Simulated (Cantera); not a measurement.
Input: 1 mol SiHCl3, 0.1 mol HCl, 240 mol N2, at 2200 Pa.

Equilibrium computed with Cantera from the NASA thermochemical tables; the gas is ideal and each condensed phase is pure. Candidate condensed phases: NH4Cl, Si, Si3N4; 28 gas species. N2 is the only nitrogen source here; it is nearly inert below about 1500 K, so the nitride shown seldom forms there in practice. The tables' values for SiCl3 are old estimates; treat these amounts as uncertain. Kinetics and transport are ignored. All values below are at 1498 K.

Base state: N2 0.992, HCl 0.00406, SiCl2 0.00361, SiCl3 0.000354, H2 0.000240, SiCl4 0.000111, Cl 2.45e-5 (mole fractions); condensed: Si3N4(s).

**Question.** What changes in the equilibrium state with this change: SiHCl3 replaced by SiH4?

**Answer.** 
```json
[
 {"species": "N2", "before": "0.992", "after": "0.991"},
 {"species": "H2", "before": "0.000240", "after": "0.00828"},
 {"species": "HCl", "before": "0.00406", "after": "0.000412"},
 {"species": "SiCl2", "before": "0.00361", "after": "1.07e-6"},
 {"species": "SiCl3", "before": "0.000354", "after": "1.82e-9"},
 {"species": "SiCl4", "before": "0.000111", "after": "<1e-9"},
 {"species": "Cl", "before": "2.45e-5", "after": "4.23e-7"},
 {"species": "H", "before": "1.79e-6", "after": "1.05e-5"},
 {"species": "Si3N4(s), mol", "before": "0.00480", "after": "0.333"}
]
```
